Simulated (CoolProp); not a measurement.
Vapour pressure (MPa) of methane: the reference equation beside estimates from Tc = 190.6 K, pc = 4.599 MPa, ω = 0.011. Clausius-Clapeyron is anchored at 133.2 K with a constant enthalpy of vaporisation of 7.443 kJ/mol.

Model: reference Helmholtz-energy equation of state, Setzmann 1991, in CoolProp.

```tsv
T (K)	reference	Clausius-Clapeyron	van der Waals	Redlich-Kwong
111.6	0.1008	0.1206	0.3469	0.07267
117	0.1539	0.1747	0.4557	0.1194
122.4	0.2261	0.2448	0.5856	___
127.8	0.3211	___	0.7382	0.2771
133.2	0.4430	0.4430	0.9151	0.3972
138.7	0.5991	0.5783	1.122	0.5542
144.1	0.7880	0.7366	1.352	0.7470
149.5	1.017	0.9219	1.610	0.9827
154.9	1.290	___	1.897	___
160.3	1.611	1.380	2.215	1.600
165.7	1.987	1.655	2.564	1.989
171.1	2.422	1.963	2.946	2.437
176.5	___	2.304	3.360	2.949
181.9	___	2.678	3.808	3.526
```

Question: Complete the blanks.

Answer: 
- 122.4, Redlich-Kwong: 0.1861
- 127.8, Clausius-Clapeyron: 0.3335
- 154.9, Clausius-Clapeyron: 1.136
- 154.9, Redlich-Kwong: 1.265
- 176.5, reference: 2.922
- 181.9, reference: 3.496

Absolute difference from the reference over all 14 rows, mean and median: Clausius-Clapeyron 12.2 and 12.7 %, van der Waals 86.6 and 64.9 %, Redlich-Kwong 8.1 and 4.3 %.
